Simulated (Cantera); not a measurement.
Standard-state values (1 bar) from the NASA 1993 polynomials, evaluated with Cantera. Values are per mole of reaction as written; species without (g) are pure solids or liquids, kept so even where they would boil at 1 bar.

Cl(g) + TiCl3(g) = TiCl4, with ΔH° = -386.1 kJ and ΔS° = -229.3 J/K at 300 K.

Q: How far is the shortcut ΔG° ≈ ΔH°(300 K) − T·ΔS°(300 K) from the full temperature-dependent value at 400, 425, 450, 475, 500, 525, 550 K?

A: 
```tsv
T (K)	shortcut (kJ)	full (kJ)	difference (kJ)	difference in log10 K
400	-294.3	-295.1	0.7	-0.10
425	-288.6	-289.7	1.1	-0.14
450	-282.9	-284.4	1.6	-0.18
475	-277.1	-279.2	2.1	-0.23
500	-271.4	-274.0	2.6	-0.27
525	-265.7	-268.9	3.2	-0.32
550	-259.9	-263.8	3.9	-0.37
```
The shortcut ignores the heat-capacity change of the reaction.
